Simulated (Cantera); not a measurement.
An isothermal, constant-pressure homogeneous reactor starts with H2 : O2 : N2 = 1.9 : 1 : 13 (molar parts), at 1025 K and 0.133 bar.

Computed with Cantera and the H2/O2 subset of GRI-Mech 3.0, which has no nitrogen chemistry. Radical loss at walls, strong at low pressure, is not modelled. The temperature is held fixed by assumption; the heat of reaction is taken as removed at once.

x: mole fraction; the columns are a selection and need not sum to one.

| t (s) | x H2 | x O2 | x HO2 | x O | x OH | x H2O | x H2O2 |
|---|---|---|---|---|---|---|---|
| 0.000300 | 0.119 | 0.0629 | 5.44e-10 | 1.78e-10 | 6.49e-11 | 1.54e-9 | 1.20e-12 |
| 0.00147 | 0.119 | 0.0629 | 2.78e-6 | 4.79e-6 | ? | 5.43e-5 | 7.52e-9 |
| 0.00721 | 0.00619 | 0.00768 | 1.41e-6 | 0.000590 | ? | 0.116 | 1.91e-7 |
| 0.0353 | 0.00103 | 0.00388 | 6.90e-7 | 4.70e-5 | ? | 0.126 | 2.28e-7 |
| 0.173 | 8.33e-5 | 0.00338 | 3.18e-7 | 2.83e-6 | ? | 0.127 | 1.33e-7 |
| 0.849 | 4.21e-6 | 0.00334 | 3.24e-8 | 1.42e-7 | ? | 0.127 | 1.80e-8 |
| 4.16 | 2.49e-7 | 0.00334 | 2.26e-9 | 1.13e-8 | ? | 0.127 | 1.95e-9 |
| 20.4 | 2.82e-8 | 0.00334 | 2.79e-10 | 1.55e-9 | ? | 0.127 | 2.90e-10 |
| 100 | 4.92e-9 | 0.00334 | 6.21e-11 | 2.84e-10 | ? | 0.127 | 5.47e-11 |

Question: Complete the blanks.

Answer: 
- 0.00147, x OH: 1.82e-6
- 0.00721, x OH: 0.000438
- 0.0353, x OH: 0.000114
- 0.173, x OH: 2.70e-5
- 0.849, x OH: 6.29e-6
- 4.16, x OH: 1.81e-6
- 20.4, x OH: 6.69e-7
- 100, x OH: 2.86e-7
